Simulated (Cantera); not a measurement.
Charge: 1 mol B2O3, 0.55 mol O2, at 2198.15 K and 6.60 mbar.

Method: chemical equilibrium by Gibbs-energy minimisation in Cantera with the NASA 1993 tables (ideal gas, pure condensed phases). Candidate condensed phases: B, B2O3; 10 gas species. Kinetics and transport are ignored.

Base state: B2O3 0.543, O2 0.295, BO2 0.142, O 0.0179, BO 0.00274, B2O2 2.24e-5 (mole fractions); condensed: gas only.

What changes in the equilibrium state with this change: pressure from 6.60 mbar to 2.30 mbar?


| species | before | after |
|---|---|---|
| B2O3 | 0.543 | 0.513 |
| O2 | 0.295 | 0.275 |
| BO2 | 0.142 | 0.177 |
| O | 0.0179 | 0.0292 |
| BO | 0.00274 | 0.00597 |
| B2O2 | 2.24e-5 | 3.71e-5 |
